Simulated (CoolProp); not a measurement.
Vapour-liquid equilibrium of propane (1) + dimethyl ether (2) at 222.9 K; x and y are mole fractions of (1).

Values from CoolProp's multi-fluid Helmholtz-energy mixture model, Lemmon 2009 and Wu 2011; pair parameters Bell 2016.

```
x     bubble pressure (bar)  y at the bubble point  dew pressure at overall composition x (bar)  liquid density (mol/L)
----  ---------------------  ---------------------  -------------------------------------------  ----------------------
0.05                 0.3473                  0.207                                       0.3007                   16.48
0.2                  0.4745                  0.493                                       0.3449                   15.88
0.35                 0.5537                  0.621                                       0.4025                   15.32
0.5                  0.6071                  0.704                                       0.4785                   14.80
0.65                 0.6463                  0.775                                       0.5727                   14.33
0.8                  0.6761                  0.853                                       0.6574                   13.90
0.95                 0.6949                  0.955                                       0.6944                   13.51
```

No azeotrope shows between x = 0.05 and 0.95.

The pair parameters rest on a limited set of measurements; away from them the model extrapolates.
